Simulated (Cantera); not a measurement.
A closed system holds: 1 mol B₂O₃, 1.9 mol HF, 0.57 mol F₂, at 2.48 Torr.

Equilibrium computed with Cantera from the NASA thermochemical tables; the gas is ideal and each condensed phase is pure. Candidate condensed phases: B, B₂O₃, B₃O₃H₃, H₂O; 43 gas species. Gases not in the tables: H₃BO₃. Kinetics and transport are ignored.

x: gas mole fraction; n: condensed amount in mol.

```
T (°C)       x BOF        x HF       x BF₃       x H₂O    x O₂      x HBO₂    x B₃O₃F₃  n B₂O₃(l)
------  ----------  ----------  ----------  ----------  ------  ----------  ----------  ---------
502        2.05e-6       0.202       0.346       0.306   0.123     5.29e-7      0.0221      0.516
602     (withheld)  (withheld)  (withheld)  (withheld)   0.121  (withheld)  (withheld)      0.535
702     (withheld)  (withheld)  (withheld)  (withheld)   0.120  (withheld)      0.0290      0.556
802        0.00670       0.390       0.257       0.197   0.118    0.000870      0.0299      0.571
902         0.0377       0.427       0.223       0.165   0.114     0.00409      0.0285      0.563
1002         0.150       0.417       0.160       0.132   0.104      0.0143      0.0220      0.467
1102         0.383       0.317      0.0603       0.105  0.0850      0.0405     0.00869      0.144
1202         0.473       0.294      0.0191      0.0874  0.0773      0.0475    0.000650          0
1302         0.484       0.310     0.00728      0.0781  0.0762      0.0431     4.20e-5          0
1402         0.486       0.317     0.00280      0.0739  0.0757      0.0416     3.65e-6          0
1502         0.486       0.320     0.00115      0.0713  0.0751      0.0411     4.14e-7          0
```

Question: What belongs in the gaps?

Answer: 
- 602, x BOF: 5.79e-5
- 602, x HF: 0.270
- 602, x BF₃: 0.314
- 602, x H₂O: 0.268
- 602, x HBO₂: 1.16e-5
- 602, x B₃O₃F₃: 0.0264
- 702, x BOF: 0.000804
- 702, x HF: 0.334
- 702, x BF₃: 0.285
- 702, x H₂O: 0.231
- 702, x HBO₂: 0.000128
